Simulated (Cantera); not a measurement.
# Gas-phase reforming

An isothermal, constant-pressure homogeneous reactor starts with CH4 : CO2 : H2 = 1 : 2.6 : 0.88 (molar parts), at 1825 K and 1.60 bar.

Model: GRI-Mech 3.0 (53 species, 325 reactions), integrated in Cantera.

```tsv
t (s)	x CH4	x CO2	x H2	x CO	x CH3	x H	x C2H2
0.000600	0.162	0.507	0.213	0.0478	0.00171	0.000115	0.0188
0.00151	0.108	0.415	0.211	0.114	0.00125	0.000123	0.0417
0.00382	0.0508	0.279	0.174	0.226	0.000732	0.000126	0.0629
0.00964	0.0187	0.175	0.150	0.324	0.000348	0.000140	0.0657
0.0243	0.0121	0.137	0.179	0.378	0.000214	0.000158	0.0469
0.0614	0.00878	0.107	0.219	0.428	0.000136	0.000169	0.0236
0.155	0.00453	0.0860	0.254	0.464	6.35e-5	0.000178	0.00644
0.391	0.000889	0.0773	0.271	0.478	1.19e-5	0.000181	0.000330
0.986	3.97e-6	0.0763	0.274	0.479	5.34e-8	0.000183	3.25e-8
2.49	2.33e-8	0.0763	0.274	0.479	3.14e-10	0.000183	4.97e-12
6.28	2.33e-8	0.0763	0.274	0.479	3.14e-10	0.000183	4.97e-12
15.9	2.33e-8	0.0763	0.274	0.479	3.14e-10	0.000183	4.97e-12
40.0	2.33e-8	0.0763	0.274	0.479	3.14e-10	0.000183	4.97e-12
```
x: mole fraction; the columns are a selection and need not sum to one.

Equilibrium at this temperature and pressure: CH4 2.59e-8, CO2 0.0763, H2 0.274, CO 0.479, CH3 3.49e-10, H 0.000183, C2H2 5.53e-12 (gas phase only).
